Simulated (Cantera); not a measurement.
**Carbon deposition, reforming and gasification: C3H8 + NH3 + H2O**

Feed: 1 mol C3H8, 0.14 mol NH3, 0.046 mol H2O, equilibrated at 2850 K.

Cantera equilibrium calculation (NASA polynomials, part measured and part estimated; ideal gas, pure solids and liquids). Candidate condensed phases: C, C6H6, C7H8, C8H18, H2O; 136 gas species. The ideal-gas law is rough above about 30 bar. The numbers say what is thermodynamically allowed, not how fast it happens.

```json
[
 {"P (Pa)": "10", "x H2": "0.00745", "x H": "0.839", "x C3": "0.0686", "x C": "0.0554", "x C2H2 (acetylene)": "7.07e-5", "x C2": "0.0138", "x HCN": "0.000437", "x CO": "0.00463", "n C(graphite)": "0"},
 {"P (Pa)": "56", "x H2": "0.0402", "x H": "0.824", "x C3": "0.0861", "x C": "0.0190", "x C2H2 (acetylene)": "0.00140", "x C2": "0.00902", "x HCN": "0.00195", "x CO": "0.00494", "n C(graphite)": "0"},
 {"P (Pa)": "320", "x H2": "0.192", "x H": "0.753", "x C3": "0.0181", "x C": "0.00352", "x C2H2 (acetylene)": "0.00754", "x C2": "0.00178", "x HCN": "0.00505", "x CO": "0.00628", "n C(graphite)": "2.27"},
 {"P (Pa)": "1800", "x H2": "0.459", "x H": "0.491", "x C3": "0.00321", "x C": "0.000626", "x C2H2 (acetylene)": "0.0180", "x C2": "0.000316", "x HCN": "0.00842", "x CO": "0.00788", "n C(graphite)": "2.58"},
 {"P (Pa)": "10000", "x H2": "0.686", "x H": "0.255", "x C3": "0.000578", "x C": "0.000113", "x C2H2 (acetylene)": "0.0270", "x C2": "5.70e-5", "x HCN": "0.0109", "x CO": "0.00916", "n C(graphite)": "2.58"},
 {"P (Pa)": "56000", "x H2": "0.817", "x H": "0.117", "x C3": "0.000103", "x C": "2.01e-5", "x C2H2 (acetylene)": "0.0321", "x C2": "1.02e-5", "x HCN": "0.0122", "x CO": "0.00990", "n C(graphite)": "2.57"},
 {"P (Pa)": "320000", "x H2": "0.880", "x H": "0.0510", "x C3": "1.81e-5", "x C": "3.52e-6", "x C2H2 (acetylene)": "0.0346", "x C2": "1.78e-6", "x HCN": "0.0128", "x CO": "0.0103", "n C(graphite)": "2.56"},
 {"P (Pa)": "1800000", "x H2": "0.906", "x H": "0.0218", "x C3": "3.21e-6", "x C": "6.26e-7", "x C2H2 (acetylene)": "0.0356", "x C2": "3.16e-7", "x HCN": "0.0131", "x CO": "0.0104", "n C(graphite)": "2.55"},
 {"P (Pa)": "10000000", "x H2": "0.910", "x H": "0.00928", "x C3": "5.78e-7", "x C": "1.13e-7", "x C2H2 (acetylene)": "0.0358", "x C2": "5.70e-8", "x HCN": "0.0132", "x CO": "0.0106", "n C(graphite)": "2.51"}
]
```
x: gas mole fraction; n: condensed amount in mol.

From 0.0750 Torr to 0.420 Torr nothing is condensed. From 2.40 Torr to 75000 Torr the condensed part is C(graphite). The main C-bearing gas is C3 at 0.0750 Torr and C2H2 (acetylene) at 75000 Torr.
